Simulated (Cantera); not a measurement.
**Ignition delay**

Mixture: 10.4 % CH4, 18.8 % O2, 70.8 % N2, equivalence ratio 1.1, at 1.00 bar, adiabatic and at constant volume. Ignition delay is the time to a rise of 400 K.

Computed with Cantera and GRI-Mech 3.0 (53 species, 325 reactions).

```tsv
T0 (K)	delay (ms)
1123	146
1198	47.3
1273	16.7
1348	6.37
1423	2.62
```

```
Quantity                                                 Value
--------------------------------------------------  ----------
apparent activation energy between 1273 and 1423 K  190 kJ/mol
```
